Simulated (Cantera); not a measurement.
A closed system holds: 1 mol N2O, 0.071 mol SO2, 4.1 mol N2, at 3250 K and 11.0 Pa.

Cantera equilibrium calculation (NASA polynomials, part measured and part estimated; ideal gas, pure solids and liquids). Candidate condensed phases: S; 17 gas species. Equilibrium is a limit: real reactors are often held back by kinetics, nucleation or transport.

Base state: N2 0.803, O 0.179, S 0.0112, N 0.00527, NO 0.00105, O2 5.66e-5, SO 2.87e-5 (mole fractions); condensed: gas only.

Q: What changes in the equilibrium state with this change: pressure from 11.0 Pa to 10000 Pa?

A: 
```json
[
 {"species": "N2", "before": "0.803", "after": "0.831"},
 {"species": "O", "before": "0.179", "after": "0.115"},
 {"species": "O2", "before": "5.66e-5", "after": "0.0214"},
 {"species": "NO", "before": "0.00105", "after": "0.0207"},
 {"species": "S", "before": "0.0112", "after": "0.00398"},
 {"species": "SO2", "before": "1.43e-8", "after": "0.00174"},
 {"species": "SO", "before": "2.87e-5", "after": "0.00597"}
]
```

Q: What changes in the equilibrium state with this change: N2O replaced by H2O?

A: 
```csv
species,before,after
N2,0.803,0.557
H,0,0.273
O,0.179,0.155
S,0.0112,0.00967
H2,0,7.94e-5
OH,0,7.57e-5
NO,0.00105,0.000754
SO,2.87e-5,2.14e-5
```
Further candidate phases: H2O, H2SO4.

Q: What changes in the equilibrium state with this change: 0.24 mol HF added?

A: 
```json
[
 {"species": "N2", "before": "0.803", "after": "0.746"},
 {"species": "O", "before": "0.179", "after": "0.167"},
 {"species": "F", "before": "0", "after": "0.0351"},
 {"species": "H", "before": "0", "after": "0.0351"},
 {"species": "S", "before": "0.0112", "after": "0.0104"},
 {"species": "HF", "before": "0", "after": "0.000140"},
 {"species": "OH", "before": "0", "after": "1.05e-5"},
 {"species": "SO", "before": "2.87e-5", "after": "2.48e-5"}
]
```
Further candidate phases: H2O, H2SO4.
